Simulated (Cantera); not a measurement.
Cantera run:

```python
import numpy as np
import cantera as ct

gas_names = """
    C2H2,acetylene CH3OH C2H5OH
""".split()
cond_names = """
    Ti(a) Ti(b) Ti(L) TiO2(ru) TiO2(L)
""".split()


def load(file, names, dense=False):
    # The tables refer to 1 bar. Condensed volumes are neglected.
    table = {s.name: s for s in ct.Species.list_from_file(file)}
    out = []
    for n in names:
        d = dict(table[n].input_data)
        d["thermo"] = dict(d["thermo"], **{"reference-pressure": 1e5})
        if dense:
            d["equation-of-state"] = {"model": "constant-volume", "density": "1e6 g/cm^3"}
        out.append(ct.Species.from_dict(d))
    return out


species = {s.name: s for s in load("nasa_gas.yaml", gas_names) + load("nasa_condensed.yaml", cond_names)}
# Each term lists the table entries of one substance; the one whose range holds T is used.
reactions = {
    '2 C2H2(g) + Ti + 8 CH3OH(g) = 6 C2H5OH(g) + TiO2':
        [(-2, ['C2H2,acetylene']), (-1, ['Ti(a)', 'Ti(b)', 'Ti(L)']), (-8, ['CH3OH']), (6, ['C2H5OH']), (1, ['TiO2(ru)', 'TiO2(L)'])],
}


def pick(names, T):
    return next(species[n] for n in names if species[n].thermo.min_temp <= T <= species[n].thermo.max_temp)


results = []
for label, terms in reactions.items():
    print(label)
    print("     T/K   dH/kJ  dS/(J/K)   dG/kJ   log10 K")
    for T in [1098, 1298, 1498, 1698, 1898, 2098, 2298, 2498, 2698, 2898]:
        used = [(nu, pick(names, T)) for nu, names in terms]
        dH = sum(nu * s.thermo.h(T) for nu, s in used) / 1e6
        dS = sum(nu * s.thermo.s(T) for nu, s in used) / 1e3
        dG = dH - T * dS / 1e3
        logK = -dG * 1e6 / (ct.gas_constant * T * np.log(10))
        results.append((label, T, dH, dS, dG, logK, [s.name for _, s in used]))
        print(f"{T:8g} {dH:8.1f} {dS:8.1f} {dG:8.1f} {logK:8.2f}")
```

Output:

```
2 C2H2(g) + Ti + 8 CH3OH(g) = 6 C2H5OH(g) + TiO2
     T/K   dH/kJ  dS/(J/K)   dG/kJ   log10 K
    1098  -1176.4   -581.5   -537.9    25.59
    1298  -1170.9   -577.1   -421.8    16.98
    1498  -1161.5   -570.4   -307.1    10.71
    1698  -1152.9   -564.9   -193.6     5.96
    1898  -1145.1   -560.6    -81.1     2.23
    2098  -1153.6   -565.0     31.9    -0.79
    2298  -1077.5   -529.4    139.2    -3.16
    2498  -1067.9   -525.5    244.7    -5.12
    2698  -1058.6   -521.9    349.4    -6.76
    2898  -1049.5   -518.6    453.5    -8.17
```

Standard-state values (1 bar) from the NASA 1993 polynomials, evaluated with Cantera. Condensed species are held in their standard states even where they would react or evaporate.
